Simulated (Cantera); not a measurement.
## Formation from one mole of O₂

Source: NASA polynomial tables (part measured, part estimated), evaluated in Cantera. Values are per mole of reaction as written; species without (g) are pure solids or liquids, kept so even where they would boil at 1 bar.

2 Pb + O₂(g) → 2 PbO(g)

```csv
T (K),ΔH° (kJ),ΔS° (J/K),ΔG° (kJ),log10 K
1675,104.7,96.6,-57.0,1.78
1775,102.9,95.5,-66.6,1.96
1875,101.0,94.5,-76.1,2.12
1975,99.1,93.5,-85.5,2.26
2075,97.1,92.5,-94.8,2.39
```

2 Si + O₂(g) → 2 SiO(g)

```csv
T (K),ΔH° (kJ),ΔS° (J/K),ΔG° (kJ),log10 K,condensed phases
1675,-223.5,154.3,-482.0,15.03,Si(s)
1775,-325.7,93.8,-492.3,14.49,Si(l)
1875,-327.5,92.9,-501.6,13.97,Si(l)
1975,-329.2,92.0,-510.9,13.51,Si(l)
2075,-331.0,91.1,-520.0,13.09,Si(l)
```

1.333 Ti + O₂(g) → 0.6667 Ti₂O₃

| T (K) | ΔH° (kJ) | ΔS° (J/K) | ΔG° (kJ) | log10 K | condensed phases |
|---|---|---|---|---|---|
| 1675 | -992.1 | -166.9 | -712.6 | 22.22 | Ti(β), Ti₂O₃(s) |
| 1775 | -990.6 | -166.0 | -696.0 | 20.48 | Ti(β), Ti₂O₃(s) |
| 1875 | -989.2 | -165.2 | -679.4 | 18.93 | Ti(β), Ti₂O₃(s) |
| 1975 | -1007.9 | -174.8 | -662.6 | 17.52 | Ti(l), Ti₂O₃(s) |
| 2075 | -1007.7 | -174.7 | -645.2 | 16.24 | Ti(l), Ti₂O₃(s) |

0.8 Ta + O₂(g) → 0.4 Ta₂O₅

| T (K) | ΔH° (kJ) | ΔS° (J/K) | ΔG° (kJ) | log10 K | condensed phases |
|---|---|---|---|---|---|
| 1675 | -798.7 | -159.3 | -532.0 | 16.59 | Ta(s), Ta₂O₅(s) |
| 1775 | -797.0 | -158.3 | -516.1 | 15.19 | Ta(s), Ta₂O₅(s) |
| 1875 | -795.4 | -157.4 | -500.3 | 13.94 | Ta(s), Ta₂O₅(s) |
| 1975 | -793.7 | -156.5 | -484.6 | 12.82 | Ta(s), Ta₂O₅(s) |
| 2075 | -743.7 | -132.2 | -469.4 | 11.82 | Ta(s), Ta₂O₅(l) |
